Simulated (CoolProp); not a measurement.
Vapour-liquid equilibrium of R134a (1) + R152A (2) at 328.5 K; x and y are mole fractions of (1).

Values from CoolProp's multi-fluid Helmholtz-energy mixture model, Tillner-Roth 1994 and Outcalt 1996; pair parameters Lemmon 2004.

```csv
x,bubble pressure (MPa),y at the bubble point,dew pressure at overall composition x (MPa),liquid density (mol/L)
0.05,1.347,0.052,1.347,12.22
0.2,1.361,0.209,1.360,11.89
0.35,1.379,0.365,1.377,11.60
0.5,1.401,0.520,1.398,11.33
0.65,1.428,0.670,1.424,11.07
0.8,1.458,0.816,1.454,10.84
0.95,1.492,0.955,1.491,10.62
```

No azeotrope shows between x = 0.05 and 0.95.

The pair parameters rest on a limited set of measurements; away from them the model extrapolates.
